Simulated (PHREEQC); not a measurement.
PHREEQC input (ion-association model, phreeqc.dat):

```
SOLUTION_MASTER_SPECIES
  Amm  AmmH+  0  AmmH  17.031  # ammonia with no redox link, constants of NH4+
SOLUTION_SPECIES
  AmmH+ = AmmH+
    -log_k 0
    -gamma 2.5 0
    -dw 1.98e-9
  AmmH+ = Amm + H+
    -log_k -9.252
    -delta_h 12.48 kcal
    -analytic 0.6322 -0.001225 -2835.76
    -dw 2.28e-9
  AmmH+ + SO4-2 = AmmHSO4-
    -log_k 1.11
  SO4-2 + 9 H+ + 8 e- = HS- + 4 H2O  # shut off: sulfate is not reduced
    -log_k -100
    -delta_h 0
    -analytic -100
PHASES
  Amm(g)
    Amm = Amm
    -log_k 1.7966
    -analytic -18.758 3.3670e-4 2.5113e3 4.8619 39.192
    -T_c 405.6
    -P_c 111.3
    -Omega 0.25
EXCHANGE_SPECIES
  AmmH+ + X- = AmmHX
    -log_k 0.6
    -gamma 2.5 0
    -delta_h -2.4
SOLUTION 0
  temp 15
  units mmol/kgw
  pH 7 charge
  Cl 239.01
  Mn(2) 74
  Amm 91
SOLUTION 1-30
  temp 15
  units mmol/kgw
  pH 7 charge
  S(6) 25
  Amm 50
  Cl 2.61
  Mg 1.3
END
EXCHANGE 1-30
  X 0.49
  -equilibrate 1
END
SELECTED_OUTPUT 1
  -reset false
  -pH true
  -pe true
  -ionic_strength true
  -water true
  -step true
  -totals Amm Cl Mg Mn S Mn(2) Mn(3) S(-2) S(6)
  -molalities AmmHX MnX2 MgX2
  -saturation_indices Pyrochroite
PRINT
  -reset false
TRANSPORT
  -cells 30
  -shifts 210
  -lengths 0.0333333
  -time_step 3600
  -dispersivities 0.08
  -boundary_conditions flux flux
  -correct_disp true
  -punch_cells 30
  -punch_frequency 7
END
# ... the last block is repeated for the other 30 points of pore volumes
```

Selected output (columns that matter, 11 of 31 rows; pore volumes added in front):

```
pore volumes	pH	mu	Amm	Cl	Mg	Mn	S	m_MnX2	m_MgX2	si_Pyrochroite
0	5.2371	0.067273	0.05	0.00261	0.0013	0	0.025	0	0.016992	-1000
0.7167	5.1363	0.10791	0.091566	0.061664	0.0037983	6.3252e-07	0.018755	2.5598e-06	0.017057	-11.665
1.4167	5.0068	0.2304	0.16638	0.20672	0.0094809	0.014097	0.0034148	0.014916	0.013626	-7.6503
2.1167	5.0054	0.26263	0.14798	0.23547	0.0055956	0.03852	0.00037394	0.041475	0.0083947	-7.2329
2.8167	5.0155	0.27067	0.12688	0.23867	0.0029823	0.052945	3.612e-05	0.063577	0.004984	-7.0767
3.5167	5.0233	0.27453	0.11259	0.23898	0.0015796	0.06161	3.3618e-06	0.07978	0.0028396	-6.9956
4.2167	5.0285	0.27688	0.10363	0.23901	0.00082749	0.066858	3.092e-07	0.09065	0.0015549	-6.95
4.9167	5.0317	0.27832	0.098211	0.23901	0.00042699	0.069967	2.8327e-08	0.097469	0.00082352	-6.924
5.6167	5.0336	0.27918	0.095041	0.23901	0.00021705	0.071763	2.5918e-09	0.10154	0.00042494	-6.9093
6.3167	5.0347	0.27968	0.093231	0.23901	0.00010892	0.072776	2.3704e-10	0.10388	0.00021505	-6.9011
7.0167	5.0354	0.27996	0.092218	0.23901	5.4105e-05	0.073337	2.1675e-11	0.10519	0.00010732	-6.8966
```

Species that the database lacks are ignored.
